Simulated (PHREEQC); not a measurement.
1 kg of water holding 4.7 mmol/kgw NaOH, 40 mmol/kgw Na2SO4 and 150 mmol/kgw NaCl is evaporated at 25 °C; the solids stay in contact with the brine. CO2 from the air is kept out. The run lets Halite, Mirabilite, Thenardite precipitate or redissolve, and no other solid.

The numbers come from PHREEQC with the Pitzer model, pitzer.dat.

| water left (kg) | ionic strength | water activity | Halite (mol) | Thenardite (mol) | Cl in solution (mol/kgw) | Na in solution (mol/kgw) |
|---|---|---|---|---|---|---|
| 1 | 0.275 | 0.993 | 0 | 0 | 0.150 | 0.235 |
| 0.8219 | 0.334 | 0.992 | 0 | 0 | 0.183 | 0.286 |
| 0.5552 | 0.495 | 0.988 | 0 | 0 | 0.270 | 0.423 |
| 0.4563 | 0.602 | 0.985 | 0 | 0 | 0.329 | 0.514 |
| 0.375 | 0.732 | 0.982 | 0 | 0 | 0.400 | 0.626 |
| 0.2533 | 1.08 | 0.974 | 0 | 0 | 0.592 | 0.926 |
| 0.2082 | 1.32 | 0.968 | 0 | 0 | 0.720 | 1.13 |
| 0.1711 | 1.61 | 0.962 | 0 | 0 | 0.876 | 1.37 |
| 0.1156 | 2.38 | 0.943 | 0 | 0 | 1.30 | 2.03 |
| 0.09502 | 2.89 | 0.929 | 0 | 0 | 1.58 | 2.47 |
| 0.07809 | 3.52 | 0.913 | 0 | 0 | 1.92 | 3.01 |
| 0.06418 | 4.28 | 0.891 | 0 | 0 | 2.34 | 3.66 |
| 0.04335 | 6.34 | 0.827 | 0 | 0 | 3.46 | 5.41 |
| 0.03564 | 7.63 | 0.782 | 0 | 0.000937 | 4.21 | 6.53 |
| 0.0293 | 7.61 | 0.753 | 0 | 0.0172 | 5.12 | 6.83 |
| 0.01979 | 7.69 | 0.740 | 0.0425 | 0.0267 | 5.43 | 7.01 |
| 0.01627 | 7.70 | 0.739 | 0.0620 | 0.0291 | 5.41 | 7.03 |
| 0.01337 | 7.72 | 0.738 | 0.0780 | 0.0312 | 5.38 | 7.06 |
| 0.00903 | 7.76 | 0.736 | 0.102 | 0.0342 | 5.31 | 7.12 |
| 0.007426 | 7.79 | 0.734 | 0.111 | 0.0353 | 5.26 | 7.16 |

Thenardite from water left = 0.03564 kg (pH 12.83); Halite from water left = 0.02407 kg (pH 12.98).
